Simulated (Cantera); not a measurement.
An isothermal plug-flow reactor at 673 K and 480000 Pa (inlet), inlet velocity 0.47 m/s, active area per volume 840 1/m; feed H₂ : O₂ : N₂ : H₂O = 0.0025 : 0.024 : 0.79 : 0.034 (molar parts), equivalence ratio 0.052.

Computed with Cantera and Deutschmann's 1995 Pt surface mechanism with GRI-Mech 3.0 gas chemistry. Catalytic surfaces can have several steady states; this one follows from the mechanism file's or the stated starting coverage. Mass transfer to the wall is taken as infinitely fast.

### Question
Predict: x(H₂) at z = 0.0079 m; x(O₂) at z = 0.0079 m; x(H₂O) at z = 0.0079 m; θ(free Pt) at the exit; θ(O*) at the exit; θ(OH*) at the exit.

### Answer
| Quantity | Value |
|---|---|
| x(H₂) at z = 0.0079 m | 1.83e-5 |
| x(O₂) at z = 0.0079 m | 0.0268 |
| x(H₂O) at z = 0.0079 m | 0.0430 |
| θ(free Pt) at the exit | 0.00448 |
| θ(O*) at the exit | 0.988 |
| θ(OH*) at the exit | 0.00715 |
